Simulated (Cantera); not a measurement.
Roasting and sulfation: FeS₂ + H₂S + CO₂

Feed: 1 mol FeS₂, a varied amount of H₂S, 0.3 mol CO₂, equilibrated at 1498.15 K and 0.100 bar.

These are equilibrium values from Cantera (NASA tables, ideal gas, pure condensed phases), not measurements of a reactor. Candidate condensed phases: C, C₆H₆, C₇H₈, C₈H₁₈, Fe, Fe(CO)₅, FeO, Fe(OH)₂, Fe(OH)₃, FeS, FeSO₄, FeS₂, Fe₂O₃, Fe₂(SO₄)₃, Fe₃O₄, H₂O, H₂SO₄, S; 127 gas species. FeS: taken at fixed stoichiometry. Kinetics and transport are ignored.

From 0.15 mol H₂S to 3.3 mol H₂S the condensed part is FeS(l). The main Fe-bearing gas is Fe(OH)₂ at 0.15 mol H₂S and Fe at 3.3 mol H₂S.

```tsv
n(H₂S) (mol)	x S₂	x H₂	x H₂S	x CO	x CO₂	x H₂O	x SO₂	x SH	n FeS(l)
0.15	0.524	0.0334	0.0280	0.146	0.142	0.0839	0.0306	0.00213	1.00
0.25	0.501	0.0572	0.0469	0.146	0.109	0.111	0.0177	0.00272	1.00
0.42	0.466	0.0977	0.0773	0.142	0.0718	0.128	0.00778	0.00343	1.00
0.7	0.421	0.156	0.117	0.129	0.0399	0.125	0.00278	0.00412	1.00
1.2	0.372	0.230	0.163	0.104	0.0183	0.104	0.000836	0.00470	1.00
2	0.331	0.299	0.199	0.0772	0.00783	0.0782	0.000263	0.00506	1.00
3.3	0.300	0.356	0.226	0.0537	0.00319	0.0546	8.62e-5	0.00525	1.00
```
x: gas mole fraction; n: condensed amount in mol.
